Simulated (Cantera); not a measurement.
A Cantera script and what it prints.

```python
import numpy as np
import cantera as ct

gas_names = """
    AL ALCL ALCL2 ALCL3 ALO ALOCL ALO2 AL2 AL2CL6 AL2O AL2O2 CL CLO CL2 O O2 O3
""".split()
cond_names = """
    AL(cr) AL(L) ALCL3(s) ALCL3(L) AL2O3(a) AL2O3(L)
""".split()


def load(file, names, dense=False):
    # The tables refer to 1 bar. Condensed volumes are neglected.
    table = {s.name: s for s in ct.Species.list_from_file(file)}
    out = []
    for n in names:
        d = dict(table[n].input_data)
        d["thermo"] = dict(d["thermo"], **{"reference-pressure": 1e5})
        if dense:
            d["equation-of-state"] = {"model": "constant-volume", "density": "1e6 g/cm^3"}
        out.append(ct.Species.from_dict(d))
    return out


gas = ct.Solution(thermo="ideal-gas", species=load("nasa_gas.yaml", gas_names))
cond = {s.name: ct.Solution(thermo="fixed-stoichiometry", species=[s], name=s.name)
        for s in load("nasa_condensed.yaml", cond_names, dense=True)}
atoms = {
    'Al2O3': {'AL': 2, 'O': 3},
    'Cl2': {'CL': 2},
}
top_T = {}  # K; cautious upper limits of use, not melting points


def equilibrate(T, P, feed):
    n = {}
    for name, mol in feed.items():
        for a, k in atoms[name].items():
            n[a] = n.get(a, 0.0) + k * mol
    gas.TPX = T, P, n
    mass = sum(n.values()) * gas.mean_molecular_weight
    gas.equilibrate("TP")
    valid = [c for c in cond.values() if c.min_temp <= T <= top_T.get(c.name, c.max_temp)]
    mix = ct.Mixture([(gas, mass / gas.mean_molecular_weight)] + [(c, 0.0) for c in valid])
    mix.T, mix.P = T, P
    mix.equilibrate("TP", solver="vcs", rtol=1e-11, max_steps=5000)
    return mix


results = []
feed = {'Al2O3': 1, 'Cl2': 22}  # mol
T = 798.15  # K
P = 730  # Pa
mix = equilibrate(T, P, feed)
results.append((T, P, feed, dict(zip(mix.species_names, mix.species_moles))))
x = sorted(zip(gas.X, gas.species_names), reverse=True)
print(f"T = {T:g} K  P = {P:g} Pa  gas = {mix.phase_moles(0):.4g} mol")
print("   x: " + "  ".join(f"{s} {v:.3e}" for v, s in x if v > 1e-05))
print("   condensed (mol): " + ("  ".join(f"{mix.phase(i).name} {mix.phase_moles(i):.4g}"
      for i in range(1, mix.n_phases) if mix.phase_moles(i) > 1e-12) or "none"))
```

Result:

```
T = 798.15 K  P = 730 Pa  gas = 22 mol
   x: CL2 9.999e-01  CL 1.048e-04
   condensed (mol): AL2O3(a) 1
```

These are equilibrium values from Cantera (NASA tables, ideal gas, pure condensed phases), not measurements of a reactor. Condensed phases not in the tables: AlOCl.
